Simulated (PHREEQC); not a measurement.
Dissolve 0.085 mol/kgw HF, 0.032 mol/kgw H2SiF6, 0.17 mol/kgw HBF4 and 0.052 mol/kgw HCl at 25 °C. Closed to the air; pH follows from the charge balance.

Equilibrium calculation in PHREEQC: ion-association model, wateq4f.dat.

Each row changes one thing in this solution. Precipitation was switched off in this run.

```
case                                   pH  ionic strength (mol/kgw)  H2F2 (mol/kgw)  F- (mol/kgw)  HF2- (mol/kgw)  H3BO3 (mol/kgw)
-----------------------------------  ----  ------------------------  --------------  ------------  --------------  ---------------
as made                              0.65                     0.318          0.0112      0.000303         7.91e-5          2.68e-5
HF from 0.085 to 0.0765 mol/kgw      0.65                     0.318         0.00951      0.000280         6.72e-5          3.72e-5
H2SiF6 from 0.032 to 0.0288 mol/kgw  0.66                     0.309          0.0112      0.000308         8.02e-5          2.67e-5
H2SiF6 left out                      0.75                       ___          0.0110      0.000361         9.25e-5              ___
0.031 mol/kgw NaCl added             0.65                       ___          0.0112           ___         8.13e-5          2.55e-5
```

Problem. Complete the blanks.

Solution. 
- H2SiF6 left out, ionic strength (mol/kgw): 0.222
- H2SiF6 left out, H3BO3 (mol/kgw): 2.47e-5
- 0.031 mol/kgw NaCl added, ionic strength (mol/kgw): 0.349
- 0.031 mol/kgw NaCl added, F- (mol/kgw): 0.000310

SiF6-2 is the database's only silicon fluoride. Real BF4- forms and hydrolyses slowly; the run takes it at equilibrium.
